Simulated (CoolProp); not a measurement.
Vapour-liquid equilibrium of n-pentane (1) + cyclohexane (2) at 32.85 °C; x and y are mole fractions of (1).

Model: multi-fluid Helmholtz-energy mixture model, Thol 2019 and Zhou 2014; pair parameters Bell 2016, in CoolProp.

```tsv
x	bubble pressure (MPa)	y at the bubble point	dew pressure at overall composition x (MPa)	liquid density (mol/L)
0.05	0.02276	0.232	0.01915	9.079
0.15	0.03104	0.491	0.02099	9.022
0.25	0.03876	0.635	0.02320	8.965
0.35	0.04606	0.730	0.02593	8.906
0.45	0.05309	0.797	0.02936	8.847
0.55	0.05993	0.850	0.03380	8.787
0.65	0.06669	0.892	0.03974	8.725
0.75	0.07344	0.928	0.04799	8.663
0.85	0.08025	0.959	0.05997	8.599
0.95	0.08717	0.987	0.07814	8.533
```

No azeotrope shows between x = 0.05 and 0.95.

The pair parameters rest on a limited set of measurements; away from them the model extrapolates.
